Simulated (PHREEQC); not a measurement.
Consider water at 50 °C with 0.073 mol H2SO4, 0.0026 mol Li2SO4 and 5.8e-05 mol Na2SO4 per kg of water. Closed to the air; pH follows from the charge balance.

Equilibrium calculation in PHREEQC: ion-association model, phreeqc.dat.

No solid was allowed to form.

### Question
Predict the pH, density, specific conductance.

### Answer
pH 1.17; density 0.993 g/cm³; specific conductance 45300 µS/cm.

### Question
In which forms is Na present?

### Answer
Na+ 98 %, NaSO4- 2.3 % of the Na.

Complexes and solids missing from the database can't appear. At this temperature some constants are extrapolated from 25 °C, and those without enthalpy data are left unchanged.
